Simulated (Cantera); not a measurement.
# Titanium nitride, carbide and oxide coatings: Ti(OiPr)4 + H2O + H2

A closed system holds: 1 mol Ti(OiPr)4, 0.15 mol H2O, 9.5 mol H2, held at 1.00 bar.

Cantera equilibrium calculation (NASA polynomials, part measured and part estimated; ideal gas, pure solids and liquids). Candidate condensed phases: C, C6H6, C7H8, C8H18, H2O, Ti, TiC, TiO, TiO2, Ti2O3, Ti3O5, Ti4O7; 113 gas species. The feed counts by its element totals alone. Mutual solubility and eutectic melting of coexisting phases are not modelled. TiC: taken at fixed stoichiometry. Condensed phases not in the tables: Magnéli phases beyond Ti4O7. The numbers say what is thermodynamically allowed, not how fast it happens.

At 1300 K the condensed part is C(graphite) + Ti4O7(s). At 1375 K the condensed part is C(graphite) + Ti3O5(s). At 1450 K the condensed part is C(graphite) + TiC(s) + Ti3O5(s). From 1525 K to 1975 K the condensed part is C(graphite) + TiC(s).

```
T (K)   x H2    x CO     x CH4       x H  n C(graphite)  n Ti4O7(s)  n Ti3O5(s)  n TiC(s)
-----  -----  ------  --------  --------  -------------  ----------  ----------  --------
1300   0.901  0.0919   0.00638   1.05e-6           9.46       0.250           0         0
1375   0.901  0.0950   0.00404   3.25e-6           9.42           0       0.333         0
1450   0.872   0.126   0.00251   8.83e-6           8.00           0       0.151     0.546
1525   0.849   0.149   0.00164   2.18e-5           6.81           0           0      1.00
1600   0.849   0.149   0.00118   5.01e-5           6.82           0           0      1.00
1675   0.850   0.149  0.000869  0.000107           6.82           0           0      1.00
1750   0.850   0.149  0.000659  0.000214           6.83           0           0      1.00
1825   0.850   0.149  0.000512  0.000406           6.83           0           0      1.00
1900   0.849   0.149  0.000405  0.000731           6.82           0           0      1.00
1975   0.849   0.149  0.000327   0.00126           6.81           0           0      1.00
```
x: gas mole fraction; n: condensed amount in mol.
